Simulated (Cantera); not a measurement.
Standard-state values (1 bar) from the NASA 1993 polynomials, evaluated with Cantera. Values are per mole of reaction as written; species without (g) are pure solids or liquids, kept so even where they would boil at 1 bar.

2 Fe₂O₃ + 12 OH(g) = 4 Fe(OH)₃ + 3 O₂(g)

| T (K) | ΔH° (kJ) | ΔS° (J/K) | ΔG° (kJ) | log10 K |
|---|---|---|---|---|
| 748 | -2153.9 | -1357.6 | -1138.4 | 79.50 |
| 848 | … | … | … | … |
| 948 | … | … | … | … |
| 1048 | -2135.7 | -1337.8 | -733.6 | 36.57 |
| 1148 | -2124.5 | -1327.7 | -600.4 | 27.32 |
| 1248 | -2112.2 | -1317.4 | -468.1 | 19.59 |
| 1348 | -2099.3 | -1307.4 | -336.9 | 13.05 |
| 1448 | … | … | … | … |

Problem. Complete the blanks.

Solution. 
- 848, ΔH° (kJ): -2150.0
- 848, ΔS° (J/K): -1352.8
- 848, ΔG° (kJ): -1002.9
- 848, log10 K: 61.77
- 948, ΔH° (kJ): -2144.6
- 948, ΔS° (J/K): -1346.8
- 948, ΔG° (kJ): -867.9
- 948, log10 K: 47.82
- 1448, ΔH° (kJ): -2086.1
- 1448, ΔS° (J/K): -1298.0
- 1448, ΔG° (kJ): -206.6
- 1448, log10 K: 7.45
